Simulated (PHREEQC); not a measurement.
A solution holds 0.093 mol CuCl2 and 0.0015 mol H2SO4 per kg of water, at 25 °C. Closed to the air; pH follows from the charge balance.

Computed with PHREEQC (ion-association model, phreeqc.dat).

| quantity | before | after |
|---|---|---|
| pH | 2.63 | 2.59 |
| ionic strength (mol/kgw) | 0.256 | 0.00399 |
| SO4-2 (mol/kgw) | 0.000642 | 0.00125 |
| HSO4- (mol/kgw) | 5.24e-5 | 0.000255 |

### Question
Which change was made?
(A) temperature from 25 to 10 °C
(B) CuCl2 left out
(C) H2SO4 replaced by Na2SO4 at the same molality
(D) CuCl2 replaced by (CH3)4NCl at the same molality
(E) temperature from 25 to 45 °C

### Answer
B, CuCl2 left out

Precipitation was switched off in this run.
